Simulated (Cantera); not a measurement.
Input (Python, Cantera) and output of one run.

```python
import numpy as np
import cantera as ct

gas_names = [...]  # 130 gases of nasa_gas.yaml made of C, H, Mg, O, S
cond_names = """
    C(gr) C6H6(L) C7H8(L) C8H18(L),n-octa H2O(s) H2O(L) H2SO4(L) Mg(cr) Mg(L) MgCO3(s) MgO(s) MgO(L)
    MgO2H2(s) MgS(s) MgSO4(s) MgSO4(L) S(cr1) S(cr2) S(L)
""".split()


# ... load() reads the species with a 1 bar reference pressure and builds the phases ...
atoms = {
    'MgCO3': {'Mg': 1, 'C': 1, 'O': 3},
    'H2S': {'H': 2, 'S': 1},
    'O2': {'O': 2},
}
top_T = {'C(gr)': 4500, 'MgS(s)': 2250}  # K; cautious upper limits of use, not melting points


# ... equilibrate(T, P, feed) seeds the gas with the atoms and calls Mixture.equilibrate('TP', solver="vcs", rtol=1e-11, max_steps=5000) ...
results = []
feed = {'MgCO3': 1, 'H2S': 0.19, 'O2': 0.22}  # mol
P = 100000  # Pa
for T in [873, 973, 1073, 1173, 1273, 1373, 1473, 1573]:
    mix = equilibrate(T, P, feed)
    results.append((T, P, feed, dict(zip(mix.species_names, mix.species_moles))))

top = {s: max(r[3][s] / sum(r[3][g] for g in gas_names) for r in results) for s in gas_names}
cols = sorted((s for s in top if top[s] > 1e-06), key=lambda s: -top[s])[:8]
seen = [c for c in cond_names if any(r[3].get(c, 0) > 1e-12 for r in results)]
print("log10 of partial pressures in bar; condensed amounts in mol")
print(f"{'T/K':>10s}" + "".join(f"{s[:9]:>10s}" for s in cols + seen))
for T, P, feed, n in results:
    ng = sum(n[g] for g in gas_names)
    print(f"{T:10.4g}" + "".join(f"{np.log10(max(n[s] / ng * P / 1e5, 1e-99)):10.3f}" for s in cols)
          + "".join(f"{n.get(c, 0):10.4g}" for c in seen))
```

Result:

```
log10 of partial pressures in bar; condensed amounts in mol
       T/K       CO2       H2O       SO2        CO        S2       H2S        H2       COS    MgO(s)
       873    -0.129    -0.884    -1.006    -3.537    -1.829    -1.967    -3.866    -3.131         1
       973    -0.130    -0.878    -1.009    -2.901    -1.793    -2.074    -3.441    -3.033         1
      1073    -0.132    -0.874    -1.006    -2.393    -1.782    -2.178    -3.100    -2.971         1
      1173    -0.137    -0.872    -0.995    -1.987    -1.800    -2.289    -2.827    -2.947         1
      1273    -0.145    -0.873    -0.973    -1.668    -1.860    -2.422    -2.614    -2.969         1
      1373    -0.157    -0.874    -0.944    -1.424    -1.980    -2.593    -2.455    -3.050         1
      1473    -0.171    -0.877    -0.912    -1.249    -2.192    -2.825    -2.347    -3.207         1
      1573    -0.184    -0.878    -0.887    -1.137    -2.543    -3.150    -2.293    -3.468         1
```

Cantera equilibrium calculation (NASA polynomials, part measured and part estimated; ideal gas, pure solids and liquids). Gases not in the tables: S3 to S7.
